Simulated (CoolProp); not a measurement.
The fluid at 365.96 K and 6.22 MPa flows at 7.6 m/s in a round tube of 6 mm bore and 15 µm roughness, fully developed (64/Re and Nu = 3.66 if laminar; Colebrook and Gnielinski if turbulent). The same conditions are run with several fluids, on thermodynamics alone (safety and materials aside).

The numbers come from the reference Helmholtz-energy equation of state of each fluid (propylene: Lemmon 2013; nitrogen: Span 2000; sulfur hexafluoride: Guder 2009; R407C: Lemmon 2003; R410A: Lemmon 2003) in CoolProp. Blends and air are pseudo-pure fits.

**Question.** Rank propylene, nitrogen, sulfur hexafluoride, R407C, R410A by Reynolds number, highest first.

**Answer.** sulfur hexafluoride (759000), R407C (544000), R410A (540000), propylene (337000), nitrogen (119000)

```json
[
 {"fluid": "propylene", "Darcy friction factor": "0.0253", "pressure drop (Pa/m)": "44700", "heat-transfer coefficient (W/(m² K))": "22800", "mass flow (kg/h)": "283"},
 {"fluid": "nitrogen", "Darcy friction factor": "0.0261", "pressure drop (Pa/m)": "7080", "heat-transfer coefficient (W/(m² K))": "1780", "mass flow (kg/h)": "43.6"},
 {"fluid": "sulfur hexafluoride", "Darcy friction factor": "0.0251", "pressure drop (Pa/m)": "61800", "heat-transfer coefficient (W/(m² K))": "13800", "mass flow (kg/h)": "396"},
 {"fluid": "R407C", "Darcy friction factor": "0.0252", "pressure drop (Pa/m)": "88300", "heat-transfer coefficient (W/(m² K))": "27700", "mass flow (kg/h)": "564"},
 {"fluid": "R410A", "Darcy friction factor": "0.0252", "pressure drop (Pa/m)": "37500", "heat-transfer coefficient (W/(m² K))": "13700", "mass flow (kg/h)": "240"}
]
```

Transport values come from each fluid's own correlations; those of propylene are estimates that may be off by 10 % or more.
